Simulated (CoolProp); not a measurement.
R142b at several states: Z from the reference equation and from simpler models built on Tc = 410.3 K, pc = 4.055 MPa, ω = 0.232; each cubic takes its own stable root.

Values from CoolProp's reference Helmholtz-energy equation of state, Lemmon 2006. It is a short technical equation, of lower accuracy than the large ones.

```csv
T (K),p (MPa),phase,reference
372.3,9.87,liquid,0.3350
316.6,0.0912,gas,0.9813
344.3,3.28,liquid,0.1157
```

**Question.** How far does each simpler model (Redlich-Kwong, Peng-Robinson) lie from the reference over these 3 states: mean and median of the absolute difference, and the worst?

**Answer.** 
- Redlich-Kwong: mean 11.0 %, median 14.5 %, worst +18.2 % at 344.3 K and 3.28 MPa
- Peng-Robinson: mean 0.1 %, median 0.1 %, worst +0.2 % at 344.3 K and 3.28 MPa
